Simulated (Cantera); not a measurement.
A closed system holds: 1 mol Si₃N₄, 18 mol H₂, at 1723.15 K.

These are equilibrium values from Cantera (NASA tables, ideal gas, pure condensed phases), not measurements of a reactor. Candidate condensed phases: Si, Si₃N₄; 18 gas species. Gases not in the tables: Si₂H₆ and higher silanes. The numbers say what is thermodynamically allowed, not how fast it happens.

Task: At 0.345 Torr, list the 6 most abundant gas species with their mole fractions, and the condensed phases.

Result: H₂ 0.890, N₂ 0.0994, H 0.00803, Si 0.00214, SiH 6.23e-5, SiH₂ 1.51e-5. Condensed: Si(l).
